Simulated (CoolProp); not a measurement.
Vapour-liquid equilibrium of R152A (1) + isobutane (2) at 4.97 bar; x and y are mole fractions of (1).

Values from CoolProp's multi-fluid Helmholtz-energy mixture model, Outcalt 1996 and Bücker 2006; pair parameters Bell 2016.

Give the bubble temperature and the first vapour's composition at x = 0.25, 0.65, 0.85. Is there an azeotrope?

x = 0.25: 293.9 K, y = 0.478; x = 0.65: 288.4 K, y = 0.690; x = 0.85: 288.8 K, y = 0.802. y crosses x between x = 0.65 and 0.75: the model has an azeotrope there.

The pair parameters rest on a limited set of measurements; away from them the model extrapolates.
